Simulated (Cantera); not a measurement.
**Equilibrium for silicon etching in halogen gases: Si + SF₆ + N₂**

Input: 1 mol Si, 1.7 mol SF₆, 45 mol N₂, at 133 Pa.

Cantera equilibrium calculation (NASA polynomials, part measured and part estimated; ideal gas, pure solids and liquids). Candidate condensed phases: S, Si, Si₃N₄; 29 gas species. The tables' values for S₂F₂ (SSF₂), SF₃ are old estimates; treat these amounts as uncertain. The numbers say what is thermodynamically allowed, not how fast it happens.

```json
[
 {"T (°C)": "352", "x N₂": "0.948", "x SF₄": "0.0175", "x SiF₄": "0.0211", "x SF₆": "0.00845", "x SF₂": "1.15e-5", "x S₂F₂ (SSF₂)": "0.00492"},
 {"T (°C)": "402", "x N₂": "0.947", "x SF₄": "0.0237", "x SiF₄": "0.0210", "x SF₆": "0.00469", "x SF₂": "4.16e-5", "x S₂F₂ (SSF₂)": "0.00365"},
 {"T (°C)": "452", "x N₂": "0.946", "x SF₄": "0.0276", "x SiF₄": "0.0210", "x SF₆": "0.00234", "x SF₂": "0.000121", "x S₂F₂ (SSF₂)": "0.00283"},
 {"T (°C)": "502", "x N₂": "0.946", "x SF₄": "0.0294", "x SiF₄": "0.0210", "x SF₆": "0.00113", "x SF₂": "0.000305", "x S₂F₂ (SSF₂)": "0.00236"},
 {"T (°C)": "552", "x N₂": "0.945", "x SF₄": "0.0302", "x SiF₄": "0.0210", "x SF₆": "0.000565", "x SF₂": "0.000677", "x S₂F₂ (SSF₂)": "0.00202"},
 {"T (°C)": "602", "x N₂": "0.945", "x SF₄": "0.0303", "x SiF₄": "0.0210", "x SF₆": "0.000301", "x SF₂": "0.00134", "x S₂F₂ (SSF₂)": "0.00168"},
 {"T (°C)": "652", "x N₂": "0.945", "x SF₄": "0.0300", "x SiF₄": "0.0210", "x SF₆": "0.000175", "x SF₂": "0.00235", "x S₂F₂ (SSF₂)": "0.00126"},
 {"T (°C)": "702", "x N₂": "0.944", "x SF₄": "0.0294", "x SiF₄": "0.0210", "x SF₆": "0.000115", "x SF₂": "0.00358", "x S₂F₂ (SSF₂)": "0.000776"},
 {"T (°C)": "752", "x N₂": "0.944", "x SF₄": "0.0289", "x SiF₄": "0.0210", "x SF₆": "8.76e-5", "x SF₂": "0.00466", "x S₂F₂ (SSF₂)": "0.000352"},
 {"T (°C)": "802", "x N₂": "0.943", "x SF₄": "0.0285", "x SiF₄": "0.0210", "x SF₆": "7.84e-5", "x SF₂": "0.00521", "x S₂F₂ (SSF₂)": "0.000118"},
 {"T (°C)": "852", "x N₂": "0.943", "x SF₄": "0.0282", "x SiF₄": "0.0210", "x SF₆": "7.67e-5", "x SF₂": "0.00537", "x S₂F₂ (SSF₂)": "3.51e-5"},
 {"T (°C)": "902", "x N₂": "0.943", "x SF₄": "0.0279", "x SiF₄": "0.0210", "x SF₆": "7.56e-5", "x SF₂": "0.00545", "x S₂F₂ (SSF₂)": "1.12e-5"},
 {"T (°C)": "952", "x N₂": "0.942", "x SF₄": "0.0273", "x SiF₄": "0.0209", "x SF₆": "6.92e-5", "x SF₂": "0.00579", "x S₂F₂ (SSF₂)": "4.62e-6"},
 {"T (°C)": "1002", "x N₂": "0.940", "x SF₄": "0.0257", "x SiF₄": "0.0209", "x SF₆": "5.26e-5", "x SF₂": "0.00688", "x S₂F₂ (SSF₂)": "3.00e-6"}
]
```
x: gas mole fraction; nothing condenses.

From 352 °C to 1002 °C nothing is condensed. The main Si-bearing gas is SiF₄ throughout.
